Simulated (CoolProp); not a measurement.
Propylene at several states: fugacity coefficient from the reference equation and from simpler models built on Tc = 364.2 K, pc = 4.555 MPa, ω = 0.146; each cubic takes its own stable root.

The numbers come from the reference Helmholtz-energy equation of state, Lemmon 2013 in CoolProp.

```
T (K)  p (MPa)   phase  reference
-----  -------  ------  ---------
94.2      3.13  liquid   2.740e-9
242.7   0.0327     gas     0.9912
325.4      1.2     gas     0.8730
```

Problem. How far does each simpler model (van der Waals, Redlich-Kwong, Soave-Redlich-Kwong) lie from the reference over these 3 states: mean and median of the absolute difference, and the worst?

Solution. 
- van der Waals: mean 1358848.5 %, median 2.9 %, worst +4076542.3 % at 94.2 K and 3.13 MPa
- Redlich-Kwong: mean 27.4 %, median 0.6 %, worst -81.4 % at 94.2 K and 3.13 MPa
- Soave-Redlich-Kwong: mean 9.3 %, median 0.2 %, worst +27.6 % at 94.2 K and 3.13 MPa
